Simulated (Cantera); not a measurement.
A diamond (100) surface in a fixed gas of H2 with x(CH4) = 0.0032, x(CH3) = 8e-05, at 1150 K, 3500 Pa; coverages are run to steady state.

Model: the Harris–Goodwin 1993 mechanism for the reconstructed diamond (100) surface, integrated in Cantera.

One state of this run: growth (µm/h) = 0.118; θ c6HH = 0.537; θ c6H* = 0.0295; θ c6*H = 0.418; θ c6** = 0.0105; θ c6HM = 0.00232. θ: site fractions in the mechanism's names (c6HH fully hydrogenated, c6H* and c6*H radical sites, c6** diradical, c6HM methylated).

Which value of x(H) does it belong to?
A) 0.0032
B) 0.00057
C) 0.00024
D) 0.0001

C, 0.00024
